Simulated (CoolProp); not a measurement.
Vapour-liquid equilibrium of R22 (1) + n-pentane (2) at 251.1 K; x and y are mole fractions of (1).

Model: multi-fluid Helmholtz-energy mixture model, Kamei 1995 and Thol 2019; pair parameters Bell 2016, in CoolProp.

| x | bubble pressure (MPa) | y at the bubble point | dew pressure at overall composition x (MPa) | liquid density (mol/L) |
|---|---|---|---|---|
| 0.05 | ? | 0.765 | 0.008491 | 9.434 |
| 0.15 | 0.07659 | 0.905 | 0.009480 | ? |
| 0.25 | ? | 0.939 | 0.01073 | 10.31 |
| 0.35 | 0.1345 | 0.953 | ? | 10.80 |
| 0.45 | 0.1521 | 0.962 | 0.01456 | ? |
| 0.55 | 0.1653 | 0.967 | 0.01772 | 11.93 |
| 0.65 | 0.1765 | 0.972 | 0.02263 | 12.58 |
| 0.75 | 0.1877 | ? | ? | 13.32 |
| 0.85 | 0.2006 | 0.984 | 0.05063 | 14.15 |
| 0.95 | 0.2168 | 0.993 | 0.1280 | ? |

Problem. What belongs in the gaps?

Solution. 
- 0.05, bubble pressure (MPa): 0.03321
- 0.15, liquid density (mol/L): 9.854
- 0.25, bubble pressure (MPa): 0.1100
- 0.35, dew pressure at overall composition x (MPa): 0.01235
- 0.45, liquid density (mol/L): 11.34
- 0.75, y at the bubble point: 0.977
- 0.75, dew pressure at overall composition x (MPa): 0.03129
- 0.95, liquid density (mol/L): 15.11

No azeotrope shows between x = 0.05 and 0.95.

Pair parameters are fitted to limited data, so mixtures are less certain than the pure fluids. With so large a gap from Raoult's law the liquid may split in two, which this calculation doesn't test in full.
